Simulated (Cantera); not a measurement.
What does this Cantera script print?

```python
import numpy as np
import cantera as ct

gas_names = """
    B BH BH2 BH3 BO BO2 B2 B2O B2O2 B2O3 B3O3H3 H HBO HBO2 HO2 H2 H2O H2O2 H3B3O6 O OH O2 O3
""".split()
cond_names = """
    B(b) B(L) B2O3(L) B3O3H3(cr) H2O(s) H2O(L)
""".split()


# ... load() reads the species with a 1 bar reference pressure and builds the phases ...
atoms = {
    'B': {'B': 1},
    'O2': {'O': 2},
    'H2': {'H': 2},
}
top_T = {}  # K; cautious upper limits of use, not melting points


# ... equilibrate(T, P, feed) seeds the gas with the atoms and calls Mixture.equilibrate('TP', solver="vcs", rtol=1e-11, max_steps=5000) ...
results = []
feed = {'B': 1, 'O2': 0.8, 'H2': 11}  # mol
P = 6900  # Pa
for T in [998, 1073, 1148, 1223, 1298, 1373, 1448, 1523, 1598, 1673, 1748, 1823, 1898]:
    mix = equilibrate(T, P, feed)
    results.append((T, P, feed, dict(zip(mix.species_names, mix.species_moles))))
    x = sorted(zip(gas.X, gas.species_names), reverse=True)
    print(f"T = {T:g} K  P = {P:g} Pa  gas = {mix.phase_moles(0):.4g} mol")
    print("   x: " + "  ".join(f"{s} {v:.3e}" for v, s in x if v > 0.0001))
    print("   condensed (mol): " + ("  ".join(f"{mix.phase(i).name} {mix.phase_moles(i):.4g}"
          for i in range(1, mix.n_phases) if mix.phase_moles(i) > 1e-12) or "none"))
```

It prints:

```
T = 998 K  P = 6900 Pa  gas = 11 mol
   x: H2 9.909e-01  H2O 9.077e-03
   condensed (mol): B2O3(L) 0.4998
T = 1073 K  P = 6900 Pa  gas = 11 mol
   x: H2 9.909e-01  H2O 9.064e-03
   condensed (mol): B2O3(L) 0.4997
T = 1148 K  P = 6900 Pa  gas = 11 mol
   x: H2 9.908e-01  H2O 9.017e-03  HBO2 1.383e-04
   condensed (mol): B2O3(L) 0.4992
T = 1223 K  P = 6900 Pa  gas = 11 mol
   x: H2 9.907e-01  H2O 8.881e-03  HBO2 4.114e-04
   condensed (mol): B2O3(L) 0.4977
T = 1298 K  P = 6900 Pa  gas = 11.01 mol
   x: H2 9.904e-01  H2O 8.562e-03  HBO2 1.058e-03
   condensed (mol): B2O3(L) 0.494
T = 1373 K  P = 6900 Pa  gas = 11.01 mol
   x: H2 9.896e-01  H2O 7.919e-03  HBO2 2.386e-03
   condensed (mol): B2O3(L) 0.4863
T = 1448 K  P = 6900 Pa  gas = 11.03 mol
   x: H2 9.880e-01  H2O 6.835e-03  HBO2 4.731e-03  HBO 2.672e-04  B2O3 1.042e-04
   condensed (mol): B2O3(L) 0.4713
T = 1523 K  P = 6900 Pa  gas = 11.06 mol
   x: H2 9.848e-01  HBO2 8.279e-03  H2O 5.387e-03  HBO 9.510e-04  B2O3 4.995e-04
   condensed (mol): B2O3(L) 0.4434
T = 1598 K  P = 6900 Pa  gas = 11.12 mol
   x: H2 9.774e-01  HBO2 1.317e-02  H2O 4.021e-03  HBO 3.092e-03  B2O3 2.051e-03  H 2.003e-04
   condensed (mol): B2O3(L) 0.3861
T = 1673 K  P = 6900 Pa  gas = 11.26 mol
   x: H2 9.592e-01  HBO2 2.067e-02  HBO 8.624e-03  B2O3 7.366e-03  H2O 3.283e-03  H 4.246e-04  B2O2 3.802e-04
   condensed (mol): B2O3(L) 0.2474
T = 1748 K  P = 6900 Pa  gas = 11.51 mol
   x: H2 9.284e-01  HBO2 3.053e-02  B2O3 1.822e-02  HBO 1.702e-02  H2O 3.397e-03  B2O2 1.311e-03  H 8.381e-04  BO 2.904e-04
   condensed (mol): none
T = 1823 K  P = 6900 Pa  gas = 11.51 mol
   x: H2 9.256e-01  HBO2 3.083e-02  HBO 1.875e-02  B2O3 1.698e-02  H2O 4.308e-03  H 1.587e-03  B2O2 1.384e-03  BO 5.584e-04
   condensed (mol): none
T = 1898 K  P = 6900 Pa  gas = 11.52 mol
   x: H2 9.222e-01  HBO2 3.094e-02  HBO 2.040e-02  B2O3 1.577e-02  H2O 5.351e-03  H 2.858e-03  B2O2 1.443e-03  BO 1.014e-03
   condensed (mol): none
```

These are equilibrium values from Cantera (NASA tables, ideal gas, pure condensed phases), not measurements of a reactor. Gases not in the tables: H3BO3.
